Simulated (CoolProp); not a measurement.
Vapour-liquid equilibrium of n-butane (1) + acetone (2) at 3.45 bar; x and y are mole fractions of (1).

Values from CoolProp's multi-fluid Helmholtz-energy mixture model, Bücker 2006 and Lemmon 2006; pair parameters Bell 2016.

```tsv
x	bubble temperature (°C)	y at the bubble point	dew temperature at overall composition x (°C)	liquid density (mol/L)
0.05	81.5	0.356	95.1	12.11
0.15	61.0	0.675	91.0	12.06
0.25	50.9	0.783	86.6	11.81
0.35	45.9	0.827	81.8	11.48
0.45	43.4	0.850	76.4	11.13
0.55	41.8	0.865	70.2	10.78
0.65	40.7	0.878	63.0	10.46
0.75	39.5	0.894	54.2	10.17
0.85	38.3	0.920	43.4	9.922
0.95	37.2	0.965	37.5	9.710
```

No azeotrope shows between x = 0.05 and 0.95.

The pair parameters rest on a limited set of measurements; away from them the model extrapolates. With so large a gap from Raoult's law the liquid may split in two, which this calculation doesn't test in full.
